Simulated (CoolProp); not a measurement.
Properties of C2F6 (R116) along the isobar 0.101 MPa.

Computed with CoolProp (reference Helmholtz-energy equation of state, Lemmon 2006). It is a short technical equation, of lower accuracy than the large ones.

```json
[
 {"T (°C)": "-21.05", "phase": "gas", "Z": "0.9815", "Joule-Thomson coefficient (K/MPa)": "13.40", "fugacity coefficient": "0.9818"},
 {"T (°C)": "-2.45", "phase": "gas", "Z": "0.9855", "Joule-Thomson coefficient (K/MPa)": "(withheld)", "fugacity coefficient": "0.9856"},
 {"T (°C)": "16.15", "phase": "gas", "Z": "0.9884", "Joule-Thomson coefficient (K/MPa)": "(withheld)", "fugacity coefficient": "0.9885"},
 {"T (°C)": "34.75", "phase": "gas", "Z": "0.9906", "Joule-Thomson coefficient (K/MPa)": "(withheld)", "fugacity coefficient": "0.9907"},
 {"T (°C)": "53.35", "phase": "gas", "Z": "0.9924", "Joule-Thomson coefficient (K/MPa)": "(withheld)", "fugacity coefficient": "0.9924"},
 {"T (°C)": "71.95", "phase": "gas", "Z": "0.9938", "Joule-Thomson coefficient (K/MPa)": "(withheld)", "fugacity coefficient": "0.9938"},
 {"T (°C)": "90.55", "phase": "gas", "Z": "0.9949", "Joule-Thomson coefficient (K/MPa)": "(withheld)", "fugacity coefficient": "0.9949"},
 {"T (°C)": "109.15", "phase": "gas", "Z": "0.9957", "Joule-Thomson coefficient (K/MPa)": "(withheld)", "fugacity coefficient": "0.9958"}
]
```

What belongs in the gaps?


- -2.45, Joule-Thomson coefficient (K/MPa): 10.86
- 16.15, Joule-Thomson coefficient (K/MPa): 8.980
- 34.75, Joule-Thomson coefficient (K/MPa): 7.549
- 53.35, Joule-Thomson coefficient (K/MPa): 6.435
- 71.95, Joule-Thomson coefficient (K/MPa): 5.551
- 90.55, Joule-Thomson coefficient (K/MPa): 4.838
- 109.15, Joule-Thomson coefficient (K/MPa): 4.253
